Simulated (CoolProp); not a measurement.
Ethylbenzene at 486.92 K and 0.926 MPa is throttled through a valve to 0.169 MPa with no heat exchange. Each further row changes one setting.

Computed with CoolProp (reference Helmholtz-energy equation of state, Zhou 2012).

```
case                        temperature change (K)                       final phase  final density (kg/m³)
--------------------------  ----------------------  --------------------------------  ---------------------
as stated                                        ?                                 ?                      ?
outlet pressure 0.0507 MPa                       ?                                 ?                      ?
outlet pressure 0.22 MPa                     -46.1  two-phase, vapour fraction 0.346                      ?
```

### Question
Complete the blanks.

### Answer

- as stated, temperature change (K): -57.5
- as stated, final phase: two-phase, vapour fraction 0.416
- as stated, final density (kg/m³): 12.8
- outlet pressure 0.0507 MPa, temperature change (K): -101.6
- outlet pressure 0.0507 MPa, final phase: two-phase, vapour fraction 0.654
- outlet pressure 0.0507 MPa, final density (kg/m³): 2.64
- outlet pressure 0.22 MPa, final density (kg/m³): 19.6
